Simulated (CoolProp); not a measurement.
Vapour-liquid equilibrium of R143a (1) + dimethyl ether (2) at 0.0624 bar; x and y are mole fractions of (1).

Values from CoolProp's multi-fluid Helmholtz-energy mixture model, Lemmon and Jacobsen 2000 and Wu 2011; pair parameters Bell 2016.

| x | bubble temperature, mixture model (K) | bubble temperature, Raoult's law (K) | y, mixture model | y, Raoult's law |
|---|---|---|---|---|
| 0.05 | 196.6 | 197.2 | 0.200 | 0.165 |
| 0.125 | 193.8 | 194.9 | 0.402 | 0.354 |
| 0.2 | 191.6 | 192.9 | 0.536 | 0.494 |
| 0.275 | 189.8 | 191.1 | 0.632 | 0.602 |
| 0.35 | 188.3 | 189.5 | 0.704 | 0.685 |
| 0.425 | 187.1 | 188.1 | 0.760 | 0.752 |
| 0.5 | 185.9 | 186.9 | 0.806 | 0.806 |
| 0.575 | 185.0 | 185.7 | 0.845 | 0.851 |
| 0.65 | 184.1 | 184.6 | 0.878 | 0.888 |
| 0.725 | 183.2 | 183.7 | 0.908 | 0.919 |
| 0.8 | 182.5 | 182.8 | 0.936 | 0.946 |
| 0.875 | 181.8 | 181.9 | 0.961 | 0.969 |
| 0.95 | 181.1 | 181.1 | 0.985 | 0.988 |

The largest gap from Raoult's law is -1.3 K in bubble temperature, at x = 0.275. No azeotrope shows between x = 0.05 and 0.95.

Pair parameters are fitted to limited data, so mixtures are less certain than the pure fluids.
